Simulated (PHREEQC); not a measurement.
A solution holds 0.21 mol ZnI2, 0.0858 mol MnCl2, 0.1 mol HCl and 3.5e-05 mol LiBr per kg of water, at 25 °C. It is in equilibrium with CO2 at log p = 0 (atm). Otherwise closed; pH follows from the charge balance.

Equilibrium calculation in PHREEQC: ion-association model, wateq4f.dat.

This is a speciation only: nothing precipitates in the calculation.

Predict the pH.

pH 1.13.

In which forms is Zn present?

Zn+2 88 %, ZnCl+ 11 %, ZnCl2 0.8 % of the Zn.

Caution: at this ionic strength the ion-association model is outside its range; a Pitzer model would be the better tool where its parameters exist.
